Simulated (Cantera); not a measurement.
Charge: 1 mol FeS2, 0.63 mol O2, 5.3 mol N2, at 10.0 mbar.

Points: T (K) = 925, 1000, 1075, 1150, 1225, 1300, 1375, 1450, 1525, 1600.

Cantera's Mixture.equilibrate('TP', solver="vcs", rtol=1e-11, max_steps=5000) on the NASA tables stopped like this:

```
ERROR: FAILURE its = 5001!

*******************************************************************************
CanteraError thrown by MultiPhase::equilibrate:
VCS solver failed. Return code: -1
*******************************************************************************
```

Question: What got this run through?

Answer: Several could match; the one computed here: The failure is numerical, not chemical. The same input converged with solver="gibbs", rtol=1e-10, max_steps=50000, and the result passed a check of the equilibrium conditions:
```
log10 of partial pressures in bar; condensed amounts in mol
       T/K        N2       SO2        S2        SO    FeO(s)    FeS(c)    FeS(L)
       925    -2.062    -2.988    -3.524    -7.071         0         1         0
      1000    -2.062    -2.988    -3.524    -6.556         0         1         0
      1075    -2.062    -2.988    -3.524    -6.113         0         1         0
      1150    -2.062    -2.988    -3.524    -5.728         0         1         0
      1225    -2.062    -2.989    -3.525    -5.390         0         1         0
      1300    -2.064    -3.033    -3.362    -5.073     0.114     0.886         0
      1375    -2.067    -3.101    -3.211    -4.803    0.2672    0.7328         0
      1450    -2.070    -3.188    -3.094    -4.579    0.4312    0.5688         0
      1525    -2.072    -3.250    -3.040    -4.381    0.5264         0    0.4735
      1600    -2.073    -3.308    -3.005    -4.207    0.5996         0    0.4003
```

The gas is ideal and each condensed phase is pure. Metal and sulfide melt together well below either melting point, which pure phases cannot show. Mutual solubility and eutectic melting of coexisting phases are not modelled. The tables' stoichiometric FeO is somewhat more stable than real wüstite, so its field is too wide. FeO, FeS: taken at fixed stoichiometry. Gases not in the tables: S3 to S7.
